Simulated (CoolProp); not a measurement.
trans-2-butene at 326.78 K and 0.16 MPa is compressed adiabatically to 0.558 MPa with isentropic efficiency 0.9. Each further row changes one setting.

The numbers come from the reference Helmholtz-energy equation of state, Lemmon 2005 in CoolProp. It is a short technical equation, of lower accuracy than the large ones.

```csv
case,work (kJ/kg),final temperature (K),final density (kg/m³)
as stated,(withheld),(withheld),(withheld)
efficiency 1,(withheld),(withheld),(withheld)
efficiency 0.65,(withheld),383.9,(withheld)
```

Some entries are withheld; supply them.


- as stated, work (kJ/kg): 67.2
- as stated, final temperature (K): 370.7
- as stated, final density (kg/m³): 11.1
- efficiency 1, work (kJ/kg): 60.5
- efficiency 1, final temperature (K): 367.2
- efficiency 1, final density (kg/m³): 11.2
- efficiency 0.65, work (kJ/kg): 93.1
- efficiency 0.65, final density (kg/m³): 10.6
